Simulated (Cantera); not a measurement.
A closed system holds: 1 mol Si₃N₄, 0.56 mol H₂O, 9.3 mol N₂, held at 1898.15 K.

These are equilibrium values from Cantera (NASA tables, ideal gas, pure condensed phases), not measurements of a reactor. Candidate condensed phases: H₂O, Si, SiO₂, Si₂N₂O, Si₃N₄; 35 gas species. Mutual solubility and eutectic melting of coexisting phases are not modelled. Equilibrium is a limit: real reactors are often held back by kinetics, nucleation or transport.

Task: At 7500 Torr, list the 4 most abundant gas species with their mole fractions, and the condensed phases.

Result: N₂ 0.944, H₂ 0.0557, H 5.84e-5, SiO 2.30e-5. Condensed: Si₂N₂O(s) + Si₃N₄(s).
